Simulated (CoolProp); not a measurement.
Vapour-liquid equilibrium of carbon monoxide (1) + methane (2) at 105.6 K; x and y are mole fractions of (1).

Computed with CoolProp (multi-fluid Helmholtz-energy mixture model, Lemmon 2006 and Setzmann 1991; pair parameters Kunz 2012).

| x | bubble pressure (MPa) | y at the bubble point | dew pressure at overall composition x (MPa) | liquid density (mol/L) |
|---|---|---|---|---|
| 0.05 | 0.1025 | 0.438 | [?] | 26.82 |
| 0.2 | 0.2376 | 0.785 | [?] | [?] |
| 0.35 | 0.3670 | 0.879 | 0.08963 | 26.36 |
| 0.5 | 0.4795 | 0.921 | 0.1142 | [?] |
| 0.65 | 0.5756 | 0.947 | 0.1573 | [?] |
| 0.8 | 0.6659 | 0.968 | 0.2522 | 25.02 |
| 0.95 | 0.7665 | 0.991 | 0.5882 | 24.33 |

Problem. What belongs in the gaps?

Solution. 
- 0.05, dew pressure at overall composition x (MPa): 0.06262
- 0.2, dew pressure at overall composition x (MPa): 0.07374
- 0.2, liquid density (mol/L): 26.62
- 0.5, liquid density (mol/L): 26.02
- 0.65, liquid density (mol/L): 25.58

No azeotrope shows between x = 0.05 and 0.95.

Pair parameters are fitted to limited data, so mixtures are less certain than the pure fluids.
